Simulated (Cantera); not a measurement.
**Thermodynamics of fluorocarbon and chlorocarbon gases, feed CH₃Cl + F₂**

Feed: 1 mol CH₃Cl, 0.055 mol F₂, held at 38000 Pa.

Cantera equilibrium calculation (NASA polynomials, part measured and part estimated; ideal gas, pure solids and liquids). Candidate condensed phases: C, C₆H₆, C₇H₈, C₈H₁₈; 135 gas species. Ions and electrons are included (thermal ionisation). The tables' values for CCl are old estimates; treat these amounts as uncertain. Equilibrium is a limit: real reactors are often held back by kinetics, nucleation or transport.

```tsv
T (K)	log p H	log p H₂	log p HCl	log p Cl	log p C	log p C₃	log p HF	log p C₂H₂ (acetylene)	log p C₂	log p C₂H	log p F	n C(graphite)
3000	-1.24	-0.87	-0.90	-1.44	-4.30	-3.51	-1.75	-2.08	-4.50	-3.21	-4.32	0.875
3500	-0.84	-1.22	-1.35	-1.14	-2.58	-1.68	-1.91	-1.99	-2.58	-2.11	-3.39	0
4000	-0.67	-1.74	-1.98	-1.09	-1.78	-1.79	-2.12	-3.16	-2.13	-2.39	-2.66	0
4500	-0.65	-2.37	-2.64	-1.11	-1.32	-2.36	-2.56	-4.60	-2.10	-3.05	-2.25	0
5000	-0.65	-2.92	-3.20	-1.12	-1.17	-3.47	-3.14	-6.24	-2.51	-4.03	-2.13	0
```
log p: log10 of the partial pressure in bar; n: condensed amount in mol.

At 3000 K the condensed part is C(graphite). From 3500 K to 5000 K nothing is condensed. The main C-bearing gas is C₂H₂ (acetylene) at 3000 K and C at 5000 K.
